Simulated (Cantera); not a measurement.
Input: 1 mol ZrN, 0.9 mol H2, equilibrated at 0.0180 Torr.

Cantera equilibrium calculation (NASA polynomials, part measured and part estimated; ideal gas, pure solids and liquids). Candidate condensed phases: Zr, ZrN; 11 gas species. ZrN: taken at fixed stoichiometry. Equilibrium is a limit: real reactors are often held back by kinetics, nucleation or transport.

Task: At 2077 °C, list the 4 most abundant gas species with their mole fractions, and the condensed phases.

Result: H 0.857, H2 0.113, Zr 0.0195, N2 0.00977. Condensed: ZrN(s).
